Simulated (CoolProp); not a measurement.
Properties of ethylene along the isobar 1.01 bar (Tc = 9.2 °C, pc = 50.42 bar, ω = 0.087).

Values from CoolProp's reference Helmholtz-energy equation of state, Smukala 2000.

```
T (°C)  phase  expansivity (1/kK)  fugacity coefficient
------  -----  ------------------  --------------------
-1.15     gas               3.763                0.9924
10.75     gas               3.595                0.9934
22.65     gas               3.443                0.9942
34.55     gas               3.303                0.9948
46.45     gas               3.175                0.9954
58.35     gas               3.057                0.9959
70.25     gas               2.947                0.9964
82.15     gas               2.845                0.9967
94.05     gas               2.750                0.9971
105.95    gas               2.662                0.9974
117.85    gas               2.579                0.9977
129.75    gas               2.501                0.9979
141.65    gas               2.428                0.9981
```
